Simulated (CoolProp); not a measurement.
A single-stage vapour-compression cycle with nitrous oxide: evaporating at 243.15 K (dew point), condensing at 282.15 K (bubble point), superheat 2 K, subcooling 8 K, compressor efficiency 0.85, no pressure losses. Each further row changes one setting.

Computed with CoolProp (reference Helmholtz-energy equation of state, Lemmon 2006). It is a short technical equation, of lower accuracy than the large ones.

```
case                              cooling COP  pressure ratio  discharge temperature (K)  refrigerating effect (kJ/kg)  volumetric capacity (kJ/m³)
--------------------------------  -----------  --------------  -------------------------  ----------------------------  ---------------------------
as stated                                   ?            2.97                      325.6                           234                         7870
evaporating temperature 248.15 K            ?            2.53                      319.0                             ?                            ?
condensing temperature 277.15 K          4.99               ?                      315.6                           245                         8230
subcooling 13 K                          4.38            2.97                      325.6                           245                         8230
superheat 12 K                           4.10            2.97                          ?                           245                         7710
compressor efficiency 0.75                  ?            2.97                      331.8                           234                         7870
```

**Question.** Some entries are withheld; supply them.

**Answer.** 
- as stated, cooling COP: 4.18
- evaporating temperature 248.15 K, cooling COP: 5.01
- evaporating temperature 248.15 K, refrigerating effect (kJ/kg): 235
- evaporating temperature 248.15 K, volumetric capacity (kJ/m³): 9260
- condensing temperature 277.15 K, pressure ratio: 2.62
- superheat 12 K, discharge temperature (K): 338.3
- compressor efficiency 0.75, cooling COP: 3.69
